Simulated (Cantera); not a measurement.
An isothermal, constant-pressure homogeneous reactor starts with 1.33 % CO, 4.52 % O2, 5.58 % H2O, 88.6 % N2, at 1475 K and 10.0 bar.

Model: GRI-Mech 3.0 (53 species, 325 reactions), integrated in Cantera.

One state of this run: x CO = 7.23e-8; x O2 = 0.0388; x H2O = 0.0562; x NO = 1.67e-6; x H = 1.44e-9; x NO2 = 1.31e-8; x CO2 = 0.0134. x: mole fraction; the columns are a selection and need not sum to one.

Which value of t (s) does it belong to?
A) 30.0
B) 9.11
C) 0.840
D) 2.77

A, 30.0
